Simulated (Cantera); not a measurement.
Feed: 1 mol Fe(CO)5, 69 mol H2, 0.34 mol O2, equilibrated at 1348.15 K and 22.0 Pa.

Cantera equilibrium calculation (NASA polynomials, part measured and part estimated; ideal gas, pure solids and liquids). Candidate condensed phases: C, C6H6, C7H8, C8H18, Fe, Fe(CO)5, FeO, Fe(OH)2, Fe(OH)3, Fe2O3, Fe3O4, H2O; 114 gas species. Equilibrium is a limit: real reactors are often held back by kinetics, nucleation or transport.

Base state: H2 0.923, CO 0.0672, H2O 0.00886, CO2 0.000329, H 0.000150, Fe 1.86e-5 (mole fractions); condensed: Fe(γ).

What changes in the equilibrium state with this change: temperature from 1348.15 K to 898.15 K?


```csv
species,before,after
H2,0.923,0.925
CO,0.0672,0.0663
H2O,0.00886,0.00788
CO2,0.000329,0.00131
Fe,1.86e-5,<1e-9
H,0.000150,7.13e-9
"Fe(γ), mol",0.999,0
"Fe(α), mol",0,1.00
```

What changes in the equilibrium state with this change: temperature from 1348.15 K to 1548.15 K?


```json
[
 {"species": "H2", "before": "0.923", "after": "0.920"},
 {"species": "CO", "before": "0.0672", "after": "0.0671"},
 {"species": "H2O", "before": "0.00886", "after": "0.00893"},
 {"species": "H", "before": "0.000150", "after": "0.00199"},
 {"species": "Fe", "before": "1.86e-5", "after": "0.00184"},
 {"species": "CO2", "before": "0.000329", "after": "0.000234"},
 {"species": "Fe(γ), mol", "before": "0.999", "after": "0.864"}
]
```
